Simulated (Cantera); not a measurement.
**Si₂H₆ + H₂ + HCl (silicon epitaxy and polysilicon growth)**

A closed system holds: 1 mol Si₂H₆, 73 mol H₂, 1.7 mol HCl, held at 0.630 bar.

These are equilibrium values from Cantera (NASA tables, ideal gas, pure condensed phases), not measurements of a reactor. Candidate condensed phases: Si; 19 gas species. The feed counts by its element totals alone. The tables' values for SiCl₃ are old estimates; treat these amounts as uncertain. Gases not in the tables: Si₂H₆ and higher silanes. Kinetics and transport are ignored.

From 898 K to 1648 K the condensed part is Si(s). At 1798 K the condensed part is Si(l). The main Si-bearing gas is SiHCl₃ at 898 K and SiCl₂ at 1798 K. The share of Si in condensed phases is highest at 1798 K (95.1 %) and lowest at 898 K (76.7 %).

```csv
T (K),x H₂,x HCl,x SiHCl₃,x SiCl₄,x SiCl₂,x H,n Si(s),n Si(l)
898,0.992,0.00202,0.00322,0.00235,5.54e-6,1.37e-10,1.53,0
1048,0.988,0.00713,0.00234,0.00165,9.58e-5,9.68e-9,1.65,0
1198,0.983,0.0148,0.000975,0.000544,0.000522,2.37e-7,1.81,0
1348,0.980,0.0186,0.000183,6.13e-5,0.000992,2.89e-6,1.89,0
1498,0.979,0.0192,3.03e-5,5.77e-6,0.00120,2.14e-5,1.90,0
1648,0.979,0.0191,6.48e-6,7.58e-7,0.00133,0.000111,1.89,0
1798,0.979,0.0194,1.53e-6,1.22e-7,0.00120,0.000439,0,1.90
```
x: gas mole fraction; n: condensed amount in mol.
